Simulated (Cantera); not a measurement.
A perfectly stirred reactor is fed with CH4 : O2 : N2 : H2O = 1 : 2.3 : 25.3 : 3.4 (molar parts), equivalence ratio 0.87, at 1000000 Pa; it is adiabatic with a 775 K inlet, and is followed from long to short residence time, starting on the burning branch (τ in s: 0.056, 0.024, 0.01, 0.0045, 0.002, 0.00085, 0.00037, 0.00016, 6.8e-05, 2.9e-05).

Model: GRI-Mech 3.0 (53 species, 325 reactions), integrated in Cantera.

**Question.** Predict: blow-out, bracketed by the residence times tried; x(CH4) at τ = 56.0 ms; x(O2) at τ = 56.0 ms; x(H2O) at τ = 56.0 ms; x(NO) at τ = 56.0 ms; x(CH3) at τ = 56.0 ms; x(CH4) at τ = 0.850 ms; x(O2) at τ = 0.850 ms; x(H2O) at τ = 0.850 ms.

**Answer.** 
* **blow-out, bracketed by the residence times tried**: burning at 10.0 ms, out at 4.50 ms
* **x(CH4) at τ = 56.0 ms**: 8.79e-5
* **x(O2) at τ = 56.0 ms**: 0.00995
* **x(H2O) at τ = 56.0 ms**: 0.168
* **x(NO) at τ = 56.0 ms**: 2.06e-7
* **x(CH3) at τ = 56.0 ms**: 6.26e-6
* **x(CH4) at τ = 0.850 ms**: 0.0312
* **x(O2) at τ = 0.850 ms**: 0.0719
* **x(H2O) at τ = 0.850 ms**: 0.106
